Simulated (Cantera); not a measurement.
Input: 1 mol SrCl2, 0.15 mol O2, 11 mol H2, held at 13.3 mbar.

Cantera equilibrium calculation (NASA polynomials, part measured and part estimated; ideal gas, pure solids and liquids). Candidate condensed phases: H2O, Sr, SrCl2, SrO, Sr(OH)2; 20 gas species. Mutual solubility and eutectic melting of coexisting phases are not modelled. Condensed phases not in the tables: oxide chlorides. Rates play no part.

Question: What share of the Sr ends up in condensed phases as a function of T (K), at 925, 1025, 1125, 1225, 1325, 1425, 1525, 1625, 1725, 1825, 1925?

Answer: 
```csv
T (K),Sr condensed (%),as
925,100.0,SrCl2(s) + SrO(s)
1025,100.0,SrCl2(s) + SrO(s)
1125,100.0,SrCl2(s) + SrO(s)
1225,99.8,SrCl2(l) + SrO(s)
1325,98.3,SrCl2(l) + SrO(s)
1425,88.9,SrCl2(l) + SrO(s)
1525,43.2,SrCl2(l) + SrO(s)
1625,5.9,SrO(s)
1725,5.2,SrO(s)
1825,4.1,SrO(s)
1925,1.5,SrO(s)
```
